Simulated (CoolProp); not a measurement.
Saturation properties of neopentane (Tc = 160.6 °C, pc = 3.196 MPa, ω = 0.196).

Model: reference Helmholtz-energy equation of state, Lemmon 2006, in CoolProp. It is a short technical equation, of lower accuracy than the large ones.

```csv
T (°C),p (MPa),liquid cp (kJ/(kg K)),vapour Z
51.95,0.3747,2.482,0.8888
65.65,0.5292,2.580,0.8584
79.45,0.7279,2.692,0.8225
93.25,0.9767,2.823,0.7807
106.95,1.280,2.986,0.7320
120.75,1.651,3.214,0.6737
134.45,2.093,3.596,0.6027
148.25,2.625,4.643,0.5069
```

It boils at 9.5 °C under 1 atm.
